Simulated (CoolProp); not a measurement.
The numbers come from the reference Helmholtz-energy equation of state, Thol 2021 in CoolProp.

Question: For chlorine, give the phase and the density (kg/m³), fugacity coefficient at 322.4 K and 88.9 bar.

Answer: 
- 322.4 K and 88.9 bar: liquid; density 1340, fugacity coefficient 0.160
